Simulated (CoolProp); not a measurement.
Methanol at several states: fugacity coefficient from the reference equation and from simpler models built on Tc = 513.4 K, pc = 8.216 MPa, ω = 0.565; each cubic takes its own stable root.

Model: reference Helmholtz-energy equation of state, de Reuck 1993, in CoolProp.

```
T (K)  p (MPa)   phase  reference
-----  -------  ------  ---------
244.9    0.118  liquid   0.004599
262.1    0.692  liquid   0.002844
335.3     48.8  liquid   0.003758
338       2.45  liquid    0.04185
```

Problem. How far does each simpler model (Redlich-Kwong, Soave-Redlich-Kwong) lie from the reference over these 4 states: mean and median of the absolute difference, and the worst?

Solution. 
- Redlich-Kwong: mean 888.4 %, median 806.2 %, worst +1638.0 % at 244.9 K and 0.118 MPa
- Soave-Redlich-Kwong: mean 25.5 %, median 27.9 %, worst -44.9 % at 244.9 K and 0.118 MPa
